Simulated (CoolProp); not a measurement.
Vapour pressure (bar) of c-C4F8 (RC318): the reference equation beside estimates from Tc = 388.4 K, pc = 27.78 bar, ω = 0.355. Clausius-Clapeyron is anchored at 297.5 K with a constant enthalpy of vaporisation of 20.91 kJ/mol.

Values from CoolProp's reference Helmholtz-energy equation of state, Platzer 1990. This equation is an older, rougher fit; its heat capacities, sound speeds and derivatives of the liquid may be far off and weren't checked against measurements.

```csv
T (K),reference,Clausius-Clapeyron,Redlich-Kwong,Peng-Robinson
262.6,0.8351,0.9952,1.800,0.8378
274.2,1.343,1.492,2.610,1.340
285.9,2.072,2.172,3.663,2.059
297.5,3.061,3.061,___,3.039
309.1,4.372,4.203,6.584,4.342
320.7,6.068,5.641,___,6.035
332.3,8.213,7.418,10.82,8.188
343.9,10.88,___,13.49,10.88
355.5,14.15,12.15,16.58,14.19
367.1,18.12,___,20.10,18.21
```

Problem. Complete the blanks.

Solution. 
- 297.5, Redlich-Kwong: 4.975
- 320.7, Redlich-Kwong: 8.521
- 343.9, Clausius-Clapeyron: 9.575
- 367.1, Clausius-Clapeyron: 15.20

Absolute difference from the reference over all 10 rows, mean and median: Clausius-Clapeyron 9.8 and 10.4 %, Redlich-Kwong 52.4 and 45.5 %, Peng-Robinson 0.4 and 0.4 %.
